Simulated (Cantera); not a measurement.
# Premixed flame

A freely propagating, adiabatic, planar premixed flame of 22.7 % H₂, 16.2 % O₂, 61.1 % N₂, equivalence ratio 0.70, unburnt at 650 K and 4.93 atm; mixture-averaged transport, grid criteria slope 0.08 and curve 0.16, no radiation.

Cantera simulation using the H2/O2 subset of GRI-Mech 3.0, which has no nitrogen chemistry; the numbers are that mechanism's predictions, not measurements. The hydrogen kinetics of GRI-Mech 3.0 are dated; newer H2 mechanisms differ, most at raised pressure. Burning velocities carry a grid error of a few per cent, more on coarse grids.

```csv
z (mm),T (K),u (m/s),x H₂,x O₂,x H₂O₂,x OH,x H,x H₂O
-0.177,650,4.88,0.227,0.162,<1e-8,<1e-8,<1e-8,<1e-8
-0.118,650,4.88,0.227,0.162,<1e-8,<1e-8,<1e-8,3.42e-7
-0.0885,650,4.88,0.226,0.162,1.14e-8,<1e-8,<1e-8,3.74e-6
-0.0590,652,4.87,0.222,0.163,3.87e-7,<1e-8,1.85e-8,8.27e-5
-0.0295,728,5.28,0.194,0.166,3.66e-5,8.61e-5,0.000102,0.00636
-0.0148,1006,7.07,0.147,0.156,7.75e-5,0.00101,0.00227,0.0410
0,1398,9.62,0.0842,0.122,2.15e-5,0.00385,0.00957,0.113
0.0148,1682,11.5,0.0393,0.0854,5.46e-6,0.00894,0.0140,0.175
0.0295,1843,12.5,0.0215,0.0681,3.34e-6,0.0125,0.0125,0.203
0.0590,2005,13.6,0.0125,0.0595,2.02e-6,0.0142,0.00745,0.221
0.118,2134,14.3,0.00742,0.0568,1.29e-6,0.0126,0.00310,0.233
0.236,2215,14.8,0.00363,0.0560,8.48e-7,0.00950,0.000974,0.242
0.472,2255,15.0,0.00160,0.0560,6.16e-7,0.00665,0.000280,0.246
```
x: mole fraction of selected species; z is measured from the peak of heat release.

| Quantity | Value |
|---|---|
| laminar burning velocity | 488 cm/s |
| thermal thickness | 0.0590 mm |
| peak x(H₂O₂) | 7.84e-5 |
| peak x(OH) | 0.0142 |
| peak x(H) | 0.0140 |
| grid points | 109 |
